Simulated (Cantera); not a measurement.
Feed: 1 mol CuO, a varied amount of H2, 2 mol N2, at 1398 K and 0.0210 bar.

Equilibrium computed with Cantera from the NASA thermochemical tables; the gas is ideal and each condensed phase is pure. Candidate condensed phases: Cu, CuO, Cu(OH)2, Cu2O, H2O; 27 gas species. Kinetics and transport are ignored.

log p: log10 of the partial pressure in bar; n: condensed amount in mol.

```json
[
 {"n(H2) (mol)": "320", "log p H2": "-1.68", "log p N2": "-3.88", "log p H2O": "-4.19", "log p Cu": "-5.89", "n Cu(l)": "0.980"},
 {"n(H2) (mol)": "440", "log p H2": "-1.68", "log p N2": "-4.02", "log p H2O": "-4.32", "log p Cu": "-5.89", "n Cu(l)": "0.973"},
 {"n(H2) (mol)": "600", "log p H2": "-1.68", "log p N2": "___", "log p H2O": "___", "log p Cu": "-5.89", "n Cu(l)": "0.963"},
 {"n(H2) (mol)": "820", "log p H2": "-1.68", "log p N2": "-4.29", "log p H2O": "-4.59", "log p Cu": "-5.89", "n Cu(l)": "0.949"},
 {"n(H2) (mol)": "1100", "log p H2": "-1.68", "log p N2": "___", "log p H2O": "___", "log p Cu": "-5.89", "n Cu(l)": "0.932"},
 {"n(H2) (mol)": "1500", "log p H2": "-1.68", "log p N2": "-4.55", "log p H2O": "-4.85", "log p Cu": "-5.89", "n Cu(l)": "0.907"},
 {"n(H2) (mol)": "2100", "log p H2": "-1.68", "log p N2": "-4.70", "log p H2O": "-5.00", "log p Cu": "-5.89", "n Cu(l)": "0.870"}
]
```

### Question
Some entries are withheld; supply them.

### Answer

- 1100, log p N2: -4.42
- 1100, log p H2O: -4.72
- 600, log p N2: -4.16
- 600, log p H2O: -4.46
